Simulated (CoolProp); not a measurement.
Vapour-liquid equilibrium of CH2F2 (R32) (1) + R1234ze(E) (2) at 266.9 K; x and y are mole fractions of (1).

Values from CoolProp's multi-fluid Helmholtz-energy mixture model, Tillner-Roth 1997 and Thol 2016; pair parameters Bell 2023.

```
x     bubble pressure, mixture model (bar)  bubble pressure, Raoult's law (bar)  y, mixture model  y, Raoult's law
----  ------------------------------------  -----------------------------------  ----------------  ---------------
0.05                                 2.011                                1.955             0.183            0.169
0.2                                  2.876                                2.692             0.502            0.492
0.35                            (withheld)                                3.429        (withheld)            0.676
0.5                             (withheld)                                4.166             0.773            0.795
0.65                                 5.040                                4.903        (withheld)            0.878
0.8                                  5.700                                5.640        (withheld)            0.939
0.95                                 6.386                                6.377             0.980            0.987
```

Question: Some entries are withheld; supply them.

Answer: 
- 0.35, bubble pressure, mixture model (bar): 3.663
- 0.35, y, mixture model: 0.668
- 0.5, bubble pressure, mixture model (bar): 4.374
- 0.65, y, mixture model: 0.851
- 0.8, y, mixture model: 0.918

The largest gap from Raoult's law is +6.8 % in bubble pressure, at x = 0.2. No azeotrope shows between x = 0.05 and 0.95.

Pair parameters are fitted to limited data, so mixtures are less certain than the pure fluids.
